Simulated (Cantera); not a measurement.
A closed system holds: 1 mol Si2H6, 0.12 mol NO, 11 mol H2, 3.2 mol O2, at 1000 Pa.

Equilibrium computed with Cantera from the NASA thermochemical tables; the gas is ideal and each condensed phase is pure. Candidate condensed phases: H2O, Si, SiO2, Si2N2O, Si3N4; 35 gas species. The feed counts by its element totals alone. The tables hold silica as quartz up to 1696 K and as liquid above; real silica turns to tridymite and cristobalite and melts near 1996 K. Rates play no part.

**Question.** Which condensed phases are stable at each of these points (T (K)): 1223, 1273, 1323, 1373, 1423, 1473, 1523, 1573, 1623, 1673, 1723?

**Answer.** 
```csv
T (K),condensed phases,Si condensed (%)
1223,SiO2(β-quartz),100.0
1273,SiO2(β-quartz),100.0
1323,SiO2(β-quartz),100.0
1373,SiO2(β-quartz),100.0
1423,SiO2(β-quartz),100.0
1473,SiO2(β-quartz),100.0
1523,SiO2(β-quartz),100.0
1573,SiO2(β-quartz),100.0
1623,SiO2(β-quartz),100.0
1673,SiO2(β-quartz),100.0
1723,SiO2(condensed),99.9
```

From 1223 K to 1673 K the condensed part is SiO2(β-quartz). At 1723 K the condensed part is SiO2(condensed).
